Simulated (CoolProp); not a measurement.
Vapour-liquid equilibrium of hydrogen sulfide (1) + n-heptane (2) at 2.67 bar; x and y are mole fractions of (1).

The numbers come from the multi-fluid Helmholtz-energy mixture model, Lemmon 2006 and Span 2003; pair parameters Kunz 2012 in CoolProp.

```json
[
 {"x": "0.05", "bubble temperature (°C)": "66.3", "y at the bubble point": "0.865", "dew temperature at overall composition x (°C)": "132.9", "liquid density (mol/L)": "6.588"},
 {"x": "0.15", "bubble temperature (°C)": "1.9", "y at the bubble point": "0.994", "dew temperature at overall composition x (°C)": "127.9", "liquid density (mol/L)": "7.660"},
 {"x": "0.25", "bubble temperature (°C)": "-16.6", "y at the bubble point": "0.998", "dew temperature at overall composition x (°C)": "122.7", "liquid density (mol/L)": "8.523"},
 {"x": "0.35", "bubble temperature (°C)": "-24.6", "y at the bubble point": "0.999", "dew temperature at overall composition x (°C)": "117.0", "liquid density (mol/L)": "9.511"},
 {"x": "0.45", "bubble temperature (°C)": "-28.6", "y at the bubble point": "0.999", "dew temperature at overall composition x (°C)": "110.7", "liquid density (mol/L)": "10.73"},
 {"x": "0.55", "bubble temperature (°C)": "-31.0", "y at the bubble point": "1.000", "dew temperature at overall composition x (°C)": "103.5", "liquid density (mol/L)": "12.27"},
 {"x": "0.65", "bubble temperature (°C)": "-32.7", "y at the bubble point": "1.000", "dew temperature at overall composition x (°C)": "95.0", "liquid density (mol/L)": "14.25"},
 {"x": "0.75", "bubble temperature (°C)": "-34.3", "y at the bubble point": "1.000", "dew temperature at overall composition x (°C)": "84.2", "liquid density (mol/L)": "16.80"},
 {"x": "0.85", "bubble temperature (°C)": "-35.9", "y at the bubble point": "1.000", "dew temperature at overall composition x (°C)": "69.3", "liquid density (mol/L)": "20.09"},
 {"x": "0.95", "bubble temperature (°C)": "-37.9", "y at the bubble point": "1.000", "dew temperature at overall composition x (°C)": "41.6", "liquid density (mol/L)": "24.28"}
]
```

No azeotrope shows between x = 0.05 and 0.95.

The pair parameters rest on a limited set of measurements; away from them the model extrapolates. The gap from Raoult's law changes sign with composition, which may be real or a fault of the pair parameters; it wasn't checked against measurements. With so large a gap from Raoult's law the liquid may split in two, which this calculation doesn't test in full.
